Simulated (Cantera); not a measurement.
**Moist CO burnout**

An isothermal, constant-pressure homogeneous reactor starts with 0.570 % CO, 3.32 % O₂, 1.14 % H₂O, 95.0 % N₂, at 1375 K and 240 Torr.

Computed with Cantera and GRI-Mech 3.0 (53 species, 325 reactions).

| t (s) | x CO | x O₂ | x H₂O | x OH | x O | x H₂ | x HO₂ |
|---|---|---|---|---|---|---|---|
| 5.00e-5 | 0.00570 | 0.0332 | 0.0114 | 2.36e-10 | 1.62e-9 | <1e-12 | 1.15e-10 |
| 0.000138 | 0.00570 | 0.0332 | 0.0114 | 1.21e-9 | 4.34e-9 | 1.06e-11 | 3.12e-10 |
| 0.000382 | 0.00570 | 0.0332 | 0.0114 | 7.77e-9 | 1.32e-8 | 2.19e-10 | 8.88e-10 |
| 0.00106 | 0.00570 | 0.0332 | 0.0114 | 9.51e-8 | 1.03e-7 | 6.16e-9 | 4.47e-9 |
| 0.00292 | 0.00566 | 0.0332 | 0.0114 | 2.01e-5 | 2.11e-5 | 1.77e-6 | 4.64e-7 |
| 0.00809 | 0.00127 | 0.0307 | 0.0108 | 0.000437 | 0.000938 | 0.000168 | 1.81e-6 |
| 0.0224 | 7.90e-5 | 0.0304 | 0.0113 | 0.000158 | 0.000116 | 2.22e-5 | 6.65e-7 |
| 0.0618 | 7.95e-6 | 0.0305 | 0.0114 | 5.53e-5 | 1.38e-5 | 2.61e-6 | 1.23e-7 |
| 0.171 | 9.65e-7 | 0.0305 | 0.0114 | 2.38e-5 | 2.55e-6 | 4.70e-7 | 2.48e-8 |
| 0.473 | 1.68e-7 | 0.0305 | 0.0114 | 1.23e-5 | 6.73e-7 | 1.22e-7 | 7.71e-9 |
| 1.31 | 5.44e-8 | 0.0305 | 0.0114 | 7.78e-6 | 2.71e-7 | 4.87e-8 | 4.74e-9 |
| 3.62 | 3.73e-8 | 0.0305 | 0.0114 | 6.68e-6 | 2.00e-7 | 3.60e-8 | 4.39e-9 |
| 10.0 | 3.68e-8 | 0.0305 | 0.0114 | 6.64e-6 | 1.98e-7 | 3.56e-8 | 4.39e-9 |
x: mole fraction; the columns are a selection and need not sum to one.

Equilibrium at this temperature and pressure: CO 3.69e-8, O₂ 0.0303, H₂O 0.0114, OH 6.63e-6, O 1.97e-7, H₂ 3.57e-8, HO₂ 4.37e-9 (gas phase only).
